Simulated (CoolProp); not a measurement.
20 sccm (0 °C, 1 atm) of nitrogen bubbles through liquid n-nonane at 302.6 K and leaves saturated at a total pressure of 0.0173 MPa (ideal gas phase). Each further row changes one setting.

The numbers come from the reference Helmholtz-energy equation of state, Lemmon 2006 in CoolProp. It is a short technical equation, of lower accuracy than the large ones.

```tsv
case	vapour pressure (kPa)	mole fraction of vapour	delivery (mg/min)	delivery (sccm)	change of delivery for a bath 1 K warmer (%)
as stated	0.765	(withheld)	(withheld)	(withheld)	6.5
bath temperature 307.6 K	(withheld)	(withheld)	7.24	(withheld)	6.4
total pressure 0.0346 MPa	0.765	0.0221	(withheld)	0.452	6.4
```

Task: Some entries are withheld; supply them.

Result: 
- as stated, mole fraction of vapour: 0.0442
- as stated, delivery (mg/min): 5.29
- as stated, delivery (sccm): 0.925
- bath temperature 307.6 K, vapour pressure (kPa): 1.03
- bath temperature 307.6 K, mole fraction of vapour: 0.0595
- bath temperature 307.6 K, delivery (sccm): 1.27
- total pressure 0.0346 MPa, delivery (mg/min): 2.59
